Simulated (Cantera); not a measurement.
What does this Cantera script print?

```python
import numpy as np
import cantera as ct

gas = ct.Solution("gri30.yaml")
gas.TPX = 1000, 1000000, {'CO': 0.0071, 'O2': 0.023, 'H2O': 0.078, 'N2': 1}
reactor = ct.IdealGasConstPressureReactor(gas, energy="off", clone=False)
net = ct.ReactorNet([reactor])
net.rtol, net.atol = 1e-08, 1e-18
show = ['CO', 'O2', 'H2O', 'OH', 'H2']
times = np.geomspace(5e-05, 200, 15)

steps = ct.SolutionArray(gas, extra=["t"])
rows = []
print(f"{'t/s':>10s}{'T/K':>9s}{'P/Pa':>11s}" + "".join(f"{s:>11s}" for s in show))
for t in times:
    while net.time < t:
        t_next = net.step()
        steps.append(gas.state, t=t_next)
    rows.append([np.interp(t, steps.t, y) for y in (steps.T, steps.P, *steps(*show).X.T)])
    print(f"{t:10.3e}{rows[-1][0]:9.1f}{rows[-1][1]:11.4g}" + "".join(f"{x:11.3e}" for x in rows[-1][2:]))
rate = np.gradient(steps.T, steps.t)
print("integrator steps:", len(steps.t))
if steps.T.max() > steps.T[0] + 200:
    print(f"time of steepest temperature rise: {steps.t[rate.argmax()]:.4e} s")
gas.TPX = 1000, 1000000, {'CO': 0.0071, 'O2': 0.023, 'H2O': 0.078, 'N2': 1}
gas.equilibrate("TP")
print(f"equilibrium (TP): T = {gas.T:.1f} K  " + "  ".join(f"{s} {gas[s].X[0]:.3e}" for s in show))
```

Result:

```
       t/s      T/K       P/Pa         CO         O2        H2O         OH         H2
 5.000e-05   1000.0      1e+06  6.407e-03  2.076e-02  7.039e-02  1.177e-11  4.606e-13
 1.481e-04   1000.0      1e+06  6.407e-03  2.076e-02  7.039e-02  1.807e-11  2.793e-12
 4.387e-04   1000.0      1e+06  6.407e-03  2.076e-02  7.039e-02  2.292e-11  1.183e-11
 1.299e-03   1000.0      1e+06  6.407e-03  2.076e-02  7.039e-02  3.670e-11  5.073e-11
 3.848e-03   1000.0      1e+06  6.407e-03  2.076e-02  7.039e-02  8.342e-11  2.825e-10
 1.140e-02   1000.0      1e+06  6.407e-03  2.076e-02  7.039e-02  2.906e-10  2.350e-09
 3.376e-02   1000.0      1e+06  6.400e-03  2.075e-02  7.039e-02  2.226e-09  3.871e-08
 1.000e-01   1000.0      1e+06  6.205e-03  2.066e-02  7.039e-02  1.919e-08  1.299e-06
 2.962e-01   1000.0      1e+06  5.288e-03  2.021e-02  7.042e-02  2.024e-08  5.872e-06
 8.773e-01   1000.0      1e+06  3.515e-03  1.934e-02  7.048e-02  1.631e-08  7.526e-06
 2.599e+00   1000.0      1e+06  1.540e-03  1.837e-02  7.056e-02  1.013e-08  3.890e-06
 7.697e+00   1000.0      1e+06  4.303e-04  1.782e-02  7.060e-02  5.173e-09  1.145e-06
 2.280e+01   1000.0      1e+06  6.907e-05  1.764e-02  7.061e-02  2.959e-09  2.278e-07
 6.752e+01   1000.0      1e+06  2.457e-06  1.761e-02  7.062e-02  2.660e-09  1.565e-08
 2.000e+02   1000.0      1e+06  9.345e-13  1.761e-02  7.062e-02  2.941e-08  1.474e-11
integrator steps: 1712
equilibrium (TP): T = 1000.0 K  CO 9.389e-13  O2 1.760e-02  H2O 7.062e-02  OH 2.932e-08  H2 1.481e-11
```

Computed with Cantera and GRI-Mech 3.0 (53 species, 325 reactions).
